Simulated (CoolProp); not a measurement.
Isobutene along the isotherm 550 K: fugacity coefficient from the reference equation and from simpler models built on Tc = 418.1 K, pc = 4.016 MPa, ω = 0.193; each cubic takes its own stable root.

Model: reference Helmholtz-energy equation of state, Lemmon 2005, in CoolProp. It is a short technical equation, of lower accuracy than the large ones.

```json
[
 {"p (MPa)": "1", "phase": "gas", "reference": "0.9661"},
 {"p (MPa)": "2.01", "phase": "gas", "reference": "0.9329"},
 {"p (MPa)": "3.01", "phase": "gas", "reference": "0.9011"},
 {"p (MPa)": "4.02", "phase": "supercritical", "reference": "0.8701"},
 {"p (MPa)": "5.02", "phase": "supercritical", "reference": "0.8406"},
 {"p (MPa)": "6.02", "phase": "supercritical", "reference": "0.8123"},
 {"p (MPa)": "7.03", "phase": "supercritical", "reference": "0.7851"},
 {"p (MPa)": "8.03", "phase": "supercritical", "reference": "0.7597"},
 {"p (MPa)": "9.04", "phase": "supercritical", "reference": "0.7357"},
 {"p (MPa)": "10", "phase": "supercritical", "reference": "0.7144"}
]
```

Question: How far does each simpler model (van der Waals, Redlich-Kwong, Soave-Redlich-Kwong, Peng-Robinson) lie from the reference over these 10 states: mean and median of the absolute difference, and the worst?

Answer: 
- van der Waals: mean 3.0 %, median 2.7 %, worst -6.2 % at 550 K and 10 MPa
- Redlich-Kwong: mean 1.6 %, median 1.6 %, worst -2.8 % at 550 K and 10 MPa
- Soave-Redlich-Kwong: mean 1.9 %, median 1.8 %, worst +3.9 % at 550 K and 10 MPa
- Peng-Robinson: mean 1.4 %, median 1.6 %, worst -1.8 % at 550 K and 8.03 MPa
